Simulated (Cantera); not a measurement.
Feed: 1 mol SiO2, 14 mol H2, 0.082 mol H2O, held at 0.0133 bar.

Cantera equilibrium calculation (NASA polynomials, part measured and part estimated; ideal gas, pure solids and liquids). Candidate condensed phases: H2O, Si, SiO2; 18 gas species. The tables hold silica as quartz up to 1696 K and as liquid above; real silica turns to tridymite and cristobalite and melts near 1996 K. The numbers say what is thermodynamically allowed, not how fast it happens.

x: gas mole fraction; n: condensed amount in mol.

```json
[
 {"T (°C)": "800", "x H2": "0.994", "x H2O": "0.00582", "x SiO": "<1e-12", "x H": "1.21e-7", "x OH": "2.65e-12", "n SiO2(β-quartz)": "1.00", "n SiO2(condensed)": "0"},
 {"T (°C)": "875", "x H2": "0.994", "x H2O": "0.00582", "x SiO": "3.31e-11", "x H": "6.19e-7", "x OH": "2.16e-11", "n SiO2(β-quartz)": "1.00", "n SiO2(condensed)": "0"},
 {"T (°C)": "950", "x H2": "0.994", "x H2O": "0.00582", "x SiO": "1.12e-9", "x H": "2.60e-6", "x OH": "1.37e-10", "n SiO2(β-quartz)": "1.00", "n SiO2(condensed)": "0"},
 {"T (°C)": "1025", "x H2": "0.994", "x H2O": "0.00582", "x SiO": "2.49e-8", "x H": "9.25e-6", "x OH": "7.01e-10", "n SiO2(β-quartz)": "1.00", "n SiO2(condensed)": "0"},
 {"T (°C)": "1100", "x H2": "0.994", "x H2O": "0.00582", "x SiO": "3.93e-7", "x H": "2.88e-5", "x OH": "3.01e-9", "n SiO2(β-quartz)": "1.000", "n SiO2(condensed)": "0"},
 {"T (°C)": "1175", "x H2": "0.994", "x H2O": "0.00583", "x SiO": "?", "x H": "?", "x OH": "?", "n SiO2(β-quartz)": "1.000", "n SiO2(condensed)": "0"},
 {"T (°C)": "1250", "x H2": "0.994", "x H2O": "0.00586", "x SiO": "?", "x H": "?", "x OH": "?", "n SiO2(β-quartz)": "0.999", "n SiO2(condensed)": "0"},
 {"T (°C)": "1325", "x H2": "0.993", "x H2O": "0.00612", "x SiO": "0.000297", "x H": "0.000459", "x OH": "1.10e-7", "n SiO2(β-quartz)": "0.996", "n SiO2(condensed)": "0"},
 {"T (°C)": "1400", "x H2": "0.990", "x H2O": "0.00733", "x SiO": "0.00152", "x H": "0.000981", "x OH": "3.49e-7", "n SiO2(β-quartz)": "0.979", "n SiO2(condensed)": "0"},
 {"T (°C)": "1475", "x H2": "0.982", "x H2O": "0.0110", "x SiO": "0.00518", "x H": "0.00196", "x OH": "1.28e-6", "n SiO2(β-quartz)": "0", "n SiO2(condensed)": "0.927"},
 {"T (°C)": "1550", "x H2": "0.964", "x H2O": "0.0188", "x SiO": "0.0131", "x H": "0.00368", "x OH": "5.01e-6", "n SiO2(β-quartz)": "0", "n SiO2(condensed)": "0.813"}
]
```

Problem. What belongs in the gaps?

Solution. 
- 1250, x SiO: 4.19e-5
- 1250, x H: 0.000200
- 1250, x OH: 3.63e-8
- 1175, x SiO: 4.61e-6
- 1175, x H: 7.96e-5
- 1175, x OH: 1.11e-8
